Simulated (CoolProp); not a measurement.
A Linde-Hampson liquefier for methane: isothermal reversible compression at 290 K from 1 atm to 10 MPa, throttling to 1 atm, return gas leaving the recuperator 2 K below the feed. Each further row changes one setting.

Values from CoolProp's reference Helmholtz-energy equation of state, Setzmann 1991.

| case | liquid yield per pass | compression work (kJ/kg of gas) |
|---|---|---|
| as stated | 0.116 | 663 |
| high pressure 20 MPa | 0.212 | 747 |
| warm-end temperature 320 K | 0.085 | 742 |
| warm-end gap 7 K | 0.105 | 663 |
